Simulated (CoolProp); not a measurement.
Vapour-liquid equilibrium of R134a (1) + R124 (2) at 16.65 °C; x and y are mole fractions of (1).

Model: multi-fluid Helmholtz-energy mixture model, Tillner-Roth 1994 and de Vries 1995; pair parameters Bell 2016, in CoolProp.

```json
[
 {"x": "0.05", "bubble pressure (bar)": "3.074", "y at the bubble point": "0.089", "dew pressure at overall composition x (bar)": "3.010", "liquid density (mol/L)": "(withheld)"},
 {"x": "0.15", "bubble pressure (bar)": "3.347", "y at the bubble point": "0.243", "dew pressure at overall composition x (bar)": "(withheld)", "liquid density (mol/L)": "10.38"},
 {"x": "0.25", "bubble pressure (bar)": "(withheld)", "y at the bubble point": "(withheld)", "dew pressure at overall composition x (bar)": "3.361", "liquid density (mol/L)": "10.55"},
 {"x": "0.35", "bubble pressure (bar)": "3.850", "y at the bubble point": "0.481", "dew pressure at overall composition x (bar)": "3.561", "liquid density (mol/L)": "10.73"},
 {"x": "0.45", "bubble pressure (bar)": "4.081", "y at the bubble point": "0.578", "dew pressure at overall composition x (bar)": "3.778", "liquid density (mol/L)": "10.91"},
 {"x": "0.55", "bubble pressure (bar)": "4.299", "y at the bubble point": "0.665", "dew pressure at overall composition x (bar)": "4.012", "liquid density (mol/L)": "(withheld)"},
 {"x": "0.65", "bubble pressure (bar)": "(withheld)", "y at the bubble point": "0.745", "dew pressure at overall composition x (bar)": "4.260", "liquid density (mol/L)": "11.31"},
 {"x": "0.75", "bubble pressure (bar)": "4.701", "y at the bubble point": "0.820", "dew pressure at overall composition x (bar)": "4.518", "liquid density (mol/L)": "11.53"},
 {"x": "0.85", "bubble pressure (bar)": "4.886", "y at the bubble point": "0.893", "dew pressure at overall composition x (bar)": "4.778", "liquid density (mol/L)": "(withheld)"},
 {"x": "0.95", "bubble pressure (bar)": "5.063", "y at the bubble point": "0.964", "dew pressure at overall composition x (bar)": "5.029", "liquid density (mol/L)": "12.00"}
]
```

### Question
Complete the blanks.

### Answer

- 0.05, liquid density (mol/L): 10.22
- 0.15, dew pressure at overall composition x (bar): 3.178
- 0.25, bubble pressure (bar): 3.606
- 0.25, y at the bubble point: 0.371
- 0.55, liquid density (mol/L): 11.11
- 0.65, bubble pressure (bar): 4.505
- 0.85, liquid density (mol/L): 11.76

No azeotrope shows between x = 0.05 and 0.95.

The pair parameters rest on a limited set of measurements; away from them the model extrapolates.
